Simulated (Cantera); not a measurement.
Adiabatic ignition

An adiabatic, constant-pressure homogeneous reactor starts with CO : H2 : CH4 : O2 : N2 = 1 : 0.042 : 0.2 : 1.37 : 5.17 (molar parts), at 1050 K and 1.10 bar.

Detailed kinetics in Cantera: GRI-Mech 3.0 (53 species, 325 reactions).

```tsv
t (s)	T (K)	x CO	x H2	x CH4	x HCN	x O2	x CH2O
1.00e-6	1050	0.129	0.00540	0.0257	<1e-12	0.176	<1e-12
2.77e-6	1050	0.129	0.00540	0.0257	<1e-12	0.176	<1e-12
7.65e-6	1050	0.129	0.00540	0.0257	<1e-12	0.176	<1e-12
2.11e-5	1050	0.129	0.00540	0.0257	<1e-12	0.176	7.31e-12
5.85e-5	1050	0.129	0.00540	0.0257	<1e-12	0.176	8.91e-11
0.000162	1050	0.129	0.00540	0.0257	<1e-12	0.176	8.92e-10
0.000447	1050	0.129	0.00540	0.0257	<1e-12	0.176	9.11e-9
0.00124	1050	0.129	0.00540	0.0257	<1e-12	0.176	1.53e-7
0.00342	1051	0.128	0.00539	0.0256	<1e-12	0.176	3.52e-5
0.00946	2441	0.0151	0.000942	<1e-12	5.82e-12	0.0658	6.23e-12
0.0262	2435	0.0147	0.000920	<1e-12	1.06e-11	0.0632	5.96e-12
0.0723	2430	0.0145	0.000910	<1e-12	1.34e-11	0.0613	5.81e-12
0.200	2429	0.0145	0.000908	<1e-12	1.37e-11	0.0611	5.80e-12
```
x: mole fraction; the columns are a selection and need not sum to one.

```
Quantity                                                              Result
---------------------------------  -----------------------------------------
time of steepest temperature rise                                    6.85 ms
temperature at 0.200 s                                                2429 K
equilibrium temperature                                               2429 K
x(CO) at 0.200 s                       0.0145 (gas-phase equilibrium 0.0145)
x(H2) at 0.200 s                   0.000908 (gas-phase equilibrium 0.000908)
x(CH4) at 0.200 s                      <1e-12 (gas-phase equilibrium <1e-12)
```
